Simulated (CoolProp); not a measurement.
Saturation properties of n-butane (Tc = 152.0 °C, pc = 3.796 MPa, ω = 0.201).

Values from CoolProp's reference Helmholtz-energy equation of state, Bücker 2006.

| T (°C) | p (MPa) | surface tension (mN/m) | liquid viscosity (µPa s) |
|---|---|---|---|
| -76.75 | 0.001457 | 24.3 | 525 |
| -58.25 | 0.005630 | 21.9 | 400 |
| -39.85 | 0.01693 | 19.6 | 315 |
| -21.45 | … | … | 254 |
| -2.95 | … | 15.2 | … |
| 15.45 | 0.1788 | 13.0 | 174 |
| 33.95 | 0.3185 | 10.9 | … |
| 52.35 | 0.5269 | 8.89 | 123 |
| 70.75 | 0.8231 | 6.95 | 103 |
| 89.25 | 1.230 | … | 86.4 |

Problem. Some entries are withheld; supply them.

Solution. 
- -21.45, p (MPa): 0.04234
- -21.45, surface tension (mN/m): 17.4
- -2.95, p (MPa): 0.09219
- -2.95, liquid viscosity (µPa s): 209
- 33.95, liquid viscosity (µPa s): 146
- 89.25, surface tension (mN/m): 5.08

It boils at -0.5 °C under 1 atm.

Viscosity comes from a separate model (Vogel 1999). Surface tension comes from a separate correlation (Mulero 2012).
